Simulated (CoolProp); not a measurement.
Vapour pressure (MPa) of hexamethyldisiloxane (MM): the reference equation beside estimates from Tc = 518.7 K, pc = 1.931 MPa, ω = 0.418.

Values from CoolProp's reference Helmholtz-energy equation of state, Thol 2016.

| T (K) | reference | Lee-Kesler | Soave-Redlich-Kwong | Peng-Robinson |
|---|---|---|---|---|
| 375.1 | 0.1056 | 0.1060 | 0.1059 | 0.1057 |
| 380.3 | 0.1224 | 0.1229 | 0.1229 | 0.1224 |
| 385.5 | 0.1411 | 0.1419 | 0.1420 | 0.1412 |
| 390.6 | 0.1615 | 0.1626 | 0.1628 | 0.1616 |
| 395.8 | 0.1846 | 0.1860 | 0.1864 | 0.1848 |
| 401 | 0.2102 | 0.2119 | 0.2125 | 0.2105 |
| 406.2 | 0.2383 | 0.2405 | 0.2414 | 0.2389 |
| 411.3 | 0.2687 | 0.2712 | 0.2725 | 0.2695 |
| 416.5 | 0.3026 | 0.3056 | 0.3074 | 0.3038 |
| 421.7 | 0.3396 | 0.3431 | 0.3455 | 0.3413 |

Absolute difference from the reference over all 10 rows, mean and median: Lee-Kesler 0.7 and 0.8 %, Soave-Redlich-Kwong 1.0 and 1.0 %, Peng-Robinson 0.2 and 0.1 %.
